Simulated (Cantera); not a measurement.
An isothermal, constant-pressure homogeneous reactor starts with CH4 : H2O = 1 : 2.1 (molar parts), at 1898 K and 3750 Torr.

Detailed kinetics in Cantera: GRI-Mech 3.0 (53 species, 325 reactions).

One state of this run: x CH4 = 0.0232; x H2O = 0.351; x CH2O = 2.79e-6; x H = 0.000247; x CH2CO = 4.26e-5; x CH2 = 3.25e-7. x: mole fraction; the columns are a selection and need not sum to one.

Task: Which value of t (s) does it belong to?
A) 2.00
B) 0.134
C) 0.00894
D) 0.000598

Result: C, 0.00894
